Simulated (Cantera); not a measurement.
Cantera run:

```python
import numpy as np
import cantera as ct

gas_names = """
    CL CL2 H HCL H2 N NH NH2 NH3 N2 N2H2 N2H4 Si SiCL SiCL2 SiCL3 SiCL4 SiH SiHCL3 SiH2 SiH2CL2 SiH3
    SiH3CL SiH4 SiN Si2 Si2N Si3
""".split()
cond_names = """
    NH4CL(a) NH4CL(b) Si(cr) Si(L) Si3N4(a)
""".split()


def load(file, names, dense=False):
    # The tables refer to 1 bar. Condensed volumes are neglected.
    table = {s.name: s for s in ct.Species.list_from_file(file)}
    out = []
    for n in names:
        d = dict(table[n].input_data)
        d["thermo"] = dict(d["thermo"], **{"reference-pressure": 1e5})
        if dense:
            d["equation-of-state"] = {"model": "constant-volume", "density": "1e6 g/cm^3"}
        out.append(ct.Species.from_dict(d))
    return out


gas = ct.Solution(thermo="ideal-gas", species=load("nasa_gas.yaml", gas_names))
cond = {s.name: ct.Solution(thermo="fixed-stoichiometry", species=[s], name=s.name)
        for s in load("nasa_condensed.yaml", cond_names, dense=True)}
atoms = {
    'SiHCl3': {'Si': 1, 'H': 1, 'CL': 3},
    'N2': {'N': 2},
    'HCl': {'H': 1, 'CL': 1},
}
top_T = {'Si3N4(a)': 2400}  # K; cautious upper limits of use, not melting points


def equilibrate(T, P, feed):
    n = {}
    for name, mol in feed.items():
        for a, k in atoms[name].items():
            n[a] = n.get(a, 0.0) + k * mol
    gas.TPX = T, P, n
    mass = sum(n.values()) * gas.mean_molecular_weight
    gas.equilibrate("TP")
    valid = [c for c in cond.values() if c.min_temp <= T <= top_T.get(c.name, c.max_temp)]
    mix = ct.Mixture([(gas, mass / gas.mean_molecular_weight)] + [(c, 0.0) for c in valid])
    mix.T, mix.P = T, P
    mix.equilibrate("TP", solver="vcs", rtol=1e-11, max_steps=5000)
    return mix


results = []
feed = {'SiHCl3': 1, 'N2': 12, 'HCl': 0.031}  # mol
T = 1423  # K
P = 2500  # Pa
mix = equilibrate(T, P, feed)
results.append((T, P, feed, dict(zip(mix.species_names, mix.species_moles))))
print(gas.report(threshold=0.001))
for i in range(1, mix.n_phases):
    print(f"{mix.phase(i).name:16s} {mix.phase_moles(i):12.5e} mol")
```

Output:

```
       temperature   1423 K
          pressure   2500 Pa
           density   0.0072039 kg/m^3
  mean mol. weight   34.093 kg/kmol
   phase of matter   gas

                          1 kg             1 kmol
                     ---------------   ---------------
          enthalpy         2.833e+05        9.6588e+06  J
   internal energy            -63729       -2.1727e+06  J
           entropy              8345        2.8451e+05  J/K
    Gibbs function       -1.1592e+07       -3.9519e+08  J
 heat capacity c_p            1087.1             37062  J/K
 heat capacity c_v            843.21             28748  J/K

                      mass frac. Y      mole frac. X     chem. pot. / RT
                     ---------------   ---------------   ---------------
               HCL          0.071419          0.066787           -39.443
                H2        0.00029326         0.0049595           -27.446
                N2           0.72157           0.87816            -29.67
             SiCL2          0.045251          0.015586           -61.055
             SiCL3          0.038744         0.0098256           -86.775
             SiCL4           0.12213          0.024509            -112.5
     [  +22 minor]         0.0005959        0.00017711

Si(cr)            0.00000e+00 mol
Si3N4(a)          1.09460e-01 mol
```

Method: chemical equilibrium by Gibbs-energy minimisation in Cantera with the NASA 1993 tables (ideal gas, pure condensed phases). N2 is the only nitrogen source here; it is nearly inert below about 1500 K, so the nitride shown seldom forms there in practice. The tables' values for SiCl3 are old estimates; treat these amounts as uncertain.
